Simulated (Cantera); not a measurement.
Feed: 1 mol FeCl₃, 0.28 mol H₂, 250 mol N₂, 8.3 mol H₂O, at 2000 Pa.

Equilibrium computed with Cantera from the NASA thermochemical tables; the gas is ideal and each condensed phase is pure. Candidate condensed phases: Fe, FeCl₂, FeCl₃, FeO, Fe(OH)₂, Fe(OH)₃, Fe₂O₃, Fe₃O₄, H₂O, NH₄Cl; 37 gas species. Mutual solubility and eutectic melting of coexisting phases are not modelled. The tables' stoichiometric FeO is somewhat more stable than real wüstite, so its field is too wide. FeO: taken at fixed stoichiometry. Condensed phases not in the tables: FeOCl. Rates play no part.

log p: log10 of the partial pressure in bar; n: condensed amount in mol.

```json
[
 {"T (K)": "625", "log p N₂": "-1.72", "log p H₂O": "-3.27", "log p HCl": "-3.64", "log p FeCl₂": "-8.28", "n Fe₃O₄(s)": "0.333", "n FeO(l)": "0"},
 {"T (K)": "725", "log p N₂": "-1.72", "log p H₂O": "-3.27", "log p HCl": "-3.64", "log p FeCl₂": "-7.30", "n Fe₃O₄(s)": "0.333", "n FeO(l)": "0"},
 {"T (K)": "825", "log p N₂": "-1.72", "log p H₂O": "-3.27", "log p HCl": "-3.64", "log p FeCl₂": "-6.59", "n Fe₃O₄(s)": "0.332", "n FeO(l)": "0"},
 {"T (K)": "925", "log p N₂": "-1.72", "log p H₂O": "-3.27", "log p HCl": "-3.64", "log p FeCl₂": "-6.07", "n Fe₃O₄(s)": "0.330", "n FeO(l)": "0"},
 {"T (K)": "1025", "log p N₂": "-1.72", "log p H₂O": "-3.27", "log p HCl": "-3.64", "log p FeCl₂": "[?]", "n Fe₃O₄(s)": "0.324", "n FeO(l)": "0"},
 {"T (K)": "1125", "log p N₂": "-1.72", "log p H₂O": "-3.27", "log p HCl": "-3.65", "log p FeCl₂": "-5.38", "n Fe₃O₄(s)": "0.315", "n FeO(l)": "0"},
 {"T (K)": "1225", "log p N₂": "-1.72", "log p H₂O": "-3.26", "log p HCl": "-3.66", "log p FeCl₂": "-5.16", "n Fe₃O₄(s)": "0.303", "n FeO(l)": "0"},
 {"T (K)": "1325", "log p N₂": "-1.72", "log p H₂O": "-3.26", "log p HCl": "-3.68", "log p FeCl₂": "-5.00", "n Fe₃O₄(s)": "0.290", "n FeO(l)": "0"},
 {"T (K)": "1425", "log p N₂": "-1.72", "log p H₂O": "-3.26", "log p HCl": "-3.69", "log p FeCl₂": "-4.87", "n Fe₃O₄(s)": "0.275", "n FeO(l)": "0"},
 {"T (K)": "1525", "log p N₂": "-1.72", "log p H₂O": "-3.25", "log p HCl": "-3.71", "log p FeCl₂": "-4.77", "n Fe₃O₄(s)": "0.259", "n FeO(l)": "0"},
 {"T (K)": "1625", "log p N₂": "-1.72", "log p H₂O": "-3.25", "log p HCl": "-3.74", "log p FeCl₂": "-4.66", "n Fe₃O₄(s)": "0.237", "n FeO(l)": "0"},
 {"T (K)": "1725", "log p N₂": "-1.72", "log p H₂O": "-3.25", "log p HCl": "-3.77", "log p FeCl₂": "-4.60", "n Fe₃O₄(s)": "[?]", "n FeO(l)": "[?]"},
 {"T (K)": "1825", "log p N₂": "-1.72", "log p H₂O": "-3.25", "log p HCl": "-3.78", "log p FeCl₂": "-4.59", "n Fe₃O₄(s)": "0", "n FeO(l)": "0.656"}
]
```

Some entries are withheld; supply them.


- 1025, log p FeCl₂: -5.68
- 1725, n Fe₃O₄(s): 0.0306
- 1725, n FeO(l): 0.580
